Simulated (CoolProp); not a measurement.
A closed Brayton cycle with carbon dioxide: compressor inlet 321.15 K and 9 MPa, high pressure 29.4 MPa, turbine inlet 870 K, compressor efficiency 0.85, turbine efficiency 0.85, recuperator effectiveness 0.9 (on enthalpy, no pinch check). Each further row changes one setting.

Computed with CoolProp (reference Helmholtz-energy equation of state, Span 1996).

| case | thermal efficiency (%) | net work (kJ/kg) | compressor to turbine work | compressor exit (K) | turbine exit (K) |
|---|---|---|---|---|---|
| as stated | 34.1 | 98.3 | 0.36 | 407.5 | 732.1 |
| turbine inlet 820 K | 32.4 | ? | 0.39 | 407.5 | 686.7 |
| compressor inlet 331.15 K | 32.4 | 88.1 | 0.43 | 431.0 | 732.1 |
| high pressure 25 MPa | 33.3 | 88.6 | 0.34 | 395.4 | ? |
| recuperator effectiveness 0.5 | ? | 98.3 | 0.36 | 407.5 | 732.1 |

Some entries are withheld; supply them.


- turbine inlet 820 K, net work (kJ/kg): 88.2
- high pressure 25 MPa, turbine exit (K): 750.3
- recuperator effectiveness 0.5, thermal efficiency (%): 22.4
